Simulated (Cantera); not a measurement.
## Premixed flame

A freely propagating, adiabatic, planar premixed flame of CH₄ : C₂H₆ : O₂ : N₂ : H₂O = 1 : 0.57 : 3.07 : 13.5 : 4.3 (molar parts), equivalence ratio 1.3, unburnt at 450 K and 203 Torr; mixture-averaged transport, grid criteria slope 0.08 and curve 0.16, no radiation.

Model: GRI-Mech 3.0 (53 species, 325 reactions), integrated in Cantera. Burning velocities carry a grid error of a few per cent, more on coarse grids.

| z (mm) | T (K) | u (m/s) | x CH₄ | x C₂H₆ | x O₂ | x H | x CH₃ | x CO₂ |
|---|---|---|---|---|---|---|---|---|
| -8.85 | 451 | 0.272 | 0.0443 | 0.0253 | 0.136 | <1e-8 | <1e-8 | 2.94e-6 |
| -5.90 | 457 | 0.277 | 0.0439 | 0.0252 | 0.135 | <1e-8 | <1e-8 | 2.18e-5 |
| -4.43 | 478 | 0.291 | 0.0431 | 0.0249 | 0.133 | <1e-8 | <1e-8 | 0.000118 |
| -2.95 | 582 | 0.359 | 0.0397 | 0.0235 | 0.125 | <1e-8 | 9.48e-8 | 0.000970 |
| -1.48 | 961 | 0.604 | 0.0278 | 0.0149 | 0.0903 | 1.34e-5 | 9.00e-5 | 0.00698 |
| -0.738 | 1270 | 0.810 | 0.0169 | 0.00556 | 0.0574 | 0.000198 | 0.000873 | 0.0151 |
| 0 | 1543 | 0.991 | 0.00507 | 0.000279 | 0.0233 | 0.00164 | 0.00134 | 0.0277 |
| 0.738 | 1656 | 1.06 | 0.000566 | 1.82e-6 | 0.00616 | 0.00374 | 0.000303 | 0.0402 |
| 1.48 | 1684 | 1.08 | 4.81e-5 | 1.44e-8 | 0.00160 | 0.00456 | 3.47e-5 | 0.0485 |
| 2.95 | 1699 | 1.08 | 8.36e-7 | <1e-8 | 0.000361 | 0.00439 | 7.53e-7 | 0.0551 |
| 5.90 | 1711 | 1.09 | <1e-8 | <1e-8 | 0.000197 | 0.00359 | <1e-8 | 0.0571 |
| 11.8 | 1724 | 1.10 | <1e-8 | <1e-8 | 0.000103 | 0.00257 | <1e-8 | 0.0571 |
| 23.6 | 1734 | 1.10 | <1e-8 | <1e-8 | 4.02e-5 | 0.00159 | <1e-8 | 0.0569 |
x: mole fraction of selected species; z is measured from the peak of heat release.

* **laminar burning velocity**: 27.0 cm/s
* **thermal thickness**: 2.95 mm
* **peak x(H)**: 0.00461
* **peak x(CH₃)**: 0.00151
* **grid points**: 131
